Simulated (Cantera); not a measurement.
Standard-state values (1 bar) from the NASA 1993 polynomials, evaluated with Cantera. Values are per mole of reaction as written; species without (g) are pure solids or liquids, kept so even where they would boil at 1 bar.

Nb + O2(g) ⇌ NbO2(g)

```json
[
 {"T (K)": "300", "ΔH° (kJ)": "-200.0", "ΔS° (J/K)": "31.2", "ΔG° (kJ)": "-209.4", "log10 K": "36.46"},
 {"T (K)": "1875", "ΔH° (kJ)": "___", "ΔS° (J/K)": "___", "ΔG° (kJ)": "___", "log10 K": "___"},
 {"T (K)": "2075", "ΔH° (kJ)": "___", "ΔS° (J/K)": "___", "ΔG° (kJ)": "___", "log10 K": "___"},
 {"T (K)": "2275", "ΔH° (kJ)": "-218.9", "ΔS° (J/K)": "14.0", "ΔG° (kJ)": "-250.8", "log10 K": "5.76"},
 {"T (K)": "2475", "ΔH° (kJ)": "-222.5", "ΔS° (J/K)": "12.5", "ΔG° (kJ)": "-253.4", "log10 K": "5.35"},
 {"T (K)": "2675", "ΔH° (kJ)": "-226.7", "ΔS° (J/K)": "10.8", "ΔG° (kJ)": "-255.8", "log10 K": "4.99"}
]
```

### Question
Some entries are withheld; supply them.

### Answer

- 1875, ΔH° (kJ): -213.1
- 1875, ΔS° (J/K): 16.8
- 1875, ΔG° (kJ): -244.6
- 1875, log10 K: 6.81
- 2075, ΔH° (kJ): -215.8
- 2075, ΔS° (J/K): 15.4
- 2075, ΔG° (kJ): -247.8
- 2075, log10 K: 6.24
